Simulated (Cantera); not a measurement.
## Adiabatic ignition

An adiabatic, constant-volume homogeneous reactor starts with CH4 : O2 : N2 = 0.47 : 2.5 : 9.4 (molar parts), at 1225 K and 4800 Torr.

Cantera simulation using GRI-Mech 3.0 (53 species, 325 reactions); the numbers are that mechanism's predictions, not measurements.

```tsv
t (s)	T (K)	P (bar)	x CH4	x O2	x CH2	x O	x H2O
1.00e-6	1225	6.40	0.0380	0.202	<1e-12	5.37e-12	2.44e-11
4.46e-6	1225	6.40	0.0380	0.202	<1e-12	1.50e-11	4.21e-10
1.99e-5	1225	6.40	0.0380	0.202	<1e-12	6.02e-11	8.27e-9
8.88e-5	1225	6.40	0.0380	0.202	<1e-12	3.46e-10	2.17e-7
0.000396	1225	6.40	0.0380	0.202	<1e-12	3.84e-9	9.37e-6
0.00177	1228	6.41	0.0376	0.202	9.39e-12	2.15e-8	0.000293
0.00788	2247	11.7	<1e-12	0.125	<1e-12	0.000375	0.0746
0.0352	2235	11.7	<1e-12	0.123	<1e-12	0.000347	0.0746
0.157	2223	11.6	<1e-12	0.121	<1e-12	0.000319	0.0747
0.700	2222	11.6	<1e-12	0.120	<1e-12	0.000318	0.0747
```
x: mole fraction; the columns are a selection and need not sum to one.

```json
{
  "time_of_steepest_temperature_rise": "3.53 ms",
  "temperature at 0.700 s": "2222 K",
  "equilibrium_temperature": "2222 K",
  "x(CH4) at 0.700 s": "<1e-12 (gas-phase equilibrium <1e-12)",
  "x(O2) at 0.700 s": "0.120 (gas-phase equilibrium 0.120)",
  "x(CH2) at 0.700 s": "<1e-12 (gas-phase equilibrium <1e-12)"
}
```
